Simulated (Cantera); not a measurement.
A freely propagating, adiabatic, planar premixed flame of H₂ : O₂ : N₂ : H₂O = 1 : 0.333 : 1.25 : 0.086 (molar parts), equivalence ratio 1.5, unburnt at 300 K and 0.326 atm; mixture-averaged transport, grid criteria slope 0.08 and curve 0.16, no radiation.

Computed with Cantera and the H2/O2 subset of GRI-Mech 3.0, which has no nitrogen chemistry. Burning velocities carry a grid error of a few per cent, more on coarse grids.

### Question
What does this change do: O2 0.333 to 0.25 parts?

### Answer
```json
[
 {"quantity": "laminar burning velocity", "before": "267 cm/s", "after": "197 cm/s"},
 {"quantity": "thermal thickness", "before": "1.32 mm", "after": "1.36 mm"},
 {"quantity": "peak x(OH)", "before": "0.00772", "after": "0.00161"},
 {"quantity": "peak x(H)", "before": "0.0829", "after": "0.0600"},
 {"quantity": "peak x(H₂O₂)", "before": "9.17e-5", "after": "6.76e-5"}
]
```
